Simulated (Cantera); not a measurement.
Input (Python, Cantera) and output of one run.

```python
import numpy as np
import cantera as ct

gas_names = """
    Fe H H2 H2S S SH S2 S8
""".split()
cond_names = """
    Fe(a) Fe(c) Fe(d) Fe(L) FeS(a) FeS(b) FeS(c) FeS(L) FeS2(s) S(cr1) S(cr2) S(L)
""".split()


# ... load() reads the species with a 1 bar reference pressure and builds the phases ...
atoms = {
    'FeS2': {'Fe': 1, 'S': 2},
    'H2': {'H': 2},
}
top_T = {'FeS2(s)': 1010}  # K; cautious upper limits of use, not melting points


# ... equilibrate(T, P, feed) seeds the gas with the atoms and calls Mixture.equilibrate('TP', solver="vcs", rtol=1e-11, max_steps=5000) ...
results = []
feed = {'FeS2': 1, 'H2': 0.46}  # mol
P = 590000  # Pa
for T in [1425, 1475, 1525, 1575, 1625, 1675, 1725, 1775, 1825, 1875, 1925, 1975, 2025]:
    mix = equilibrate(T, P, feed)
    results.append((T, P, feed, dict(zip(mix.species_names, mix.species_moles))))

top = {s: max(r[3][s] / sum(r[3][g] for g in gas_names) for r in results) for s in gas_names}
cols = sorted((s for s in top if top[s] > 1e-06), key=lambda s: -top[s])[:5]
seen = [c for c in cond_names if any(r[3].get(c, 0) > 1e-12 for r in results)]
print("log10 of partial pressures in bar; condensed amounts in mol")
print(f"{'T/K':>10s}" + "".join(f"{s[:9]:>10s}" for s in cols + seen))
for T, P, feed, n in results:
    ng = sum(n[g] for g in gas_names)
    print(f"{T:10.4g}" + "".join(f"{np.log10(max(n[s] / ng * P / 1e5, 1e-99)):10.3f}" for s in cols)
          + "".join(f"{n.get(c, 0):10.4g}" for c in seen))
```

Result:

```
log10 of partial pressures in bar; condensed amounts in mol
       T/K       H2S        S2        H2        SH         S    FeS(c)    FeS(L)
      1425     0.504     0.362    -0.404    -1.947    -4.607         1         0
      1475     0.486     0.367    -0.311    -1.806    -4.335         0         1
      1525     0.466     0.373    -0.229    -1.676    -4.080         0         1
      1575     0.444     0.379    -0.155    -1.556    -3.841         0         1
      1625     0.419     0.385    -0.090    -1.445    -3.616         0         1
      1675     0.393     0.391    -0.033    -1.342    -3.405         0         1
      1725     0.364     0.396     0.017    -1.247    -3.205         0         1
      1775     0.334     0.402     0.062    -1.159    -3.017         0         1
      1825     0.302     0.406     0.101    -1.077    -2.839         0         1
      1875     0.269     0.411     0.135    -1.002    -2.671         0         1
      1925     0.235     0.415     0.164    -0.931    -2.512         0         1
      1975     0.201     0.418     0.190    -0.866    -2.360         0         1
      2025     0.165     0.421     0.213    -0.805    -2.217         0         1
```

Equilibrium computed with Cantera from the NASA thermochemical tables; the gas is ideal and each condensed phase is pure. FeS: taken at fixed stoichiometry.
